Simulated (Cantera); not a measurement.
A perfectly stirred reactor is fed with H2 : O2 : N2 : NO = 1 : 0.781 : 2.94 : 0.0074 (molar parts), at 10.0 bar; it is adiabatic with a 450 K inlet, and is followed from long to short residence time, starting on the burning branch (τ in s: 0.047, 0.024, 0.012, 0.0062, 0.0031, 0.0016, 0.0008, 0.00041, 0.00021, 0.0001, 5.3e-05).

Computed with Cantera and GRI-Mech 3.0 (53 species, 325 reactions). The hydrogen kinetics of GRI-Mech 3.0 are dated; newer H2 mechanisms differ, most at raised pressure. The mechanism lacks 2 NO + O2 → 2 NO2 and HONO, so NO2 and the effect of NO are under-described below about 1400 K.

**Question.** What does this change do: pressure from 10.0 bar to 5.00 bar?

**Answer.** 
```
quantity                                                                          before                                   after
------------------------------------------------  --------------------------------------  --------------------------------------
blow-out, bracketed by the residence times tried  burning at 53.0 µs, the shortest tried  burning at 53.0 µs, the shortest tried
x(H2) at τ = 47.0 ms                                                            0.000129                                0.000196
x(O2) at τ = 47.0 ms                                                              0.0659                                  0.0659
x(NO) at τ = 47.0 ms                                                             0.00198                                 0.00192
x(OH) at τ = 47.0 ms                                                             0.00163                                 0.00200
x(H) at τ = 47.0 ms                                                              8.06e-6                                 1.50e-5
x(H2) at τ = 1.60 ms                                                            0.000480                                0.000889
x(O2) at τ = 1.60 ms                                                              0.0659                                  0.0657
x(NO) at τ = 1.60 ms                                                             0.00176                                 0.00177
x(OH) at τ = 1.60 ms                                                             0.00240                                 0.00358
x(H) at τ = 1.60 ms                                                              3.61e-5                                0.000111
```
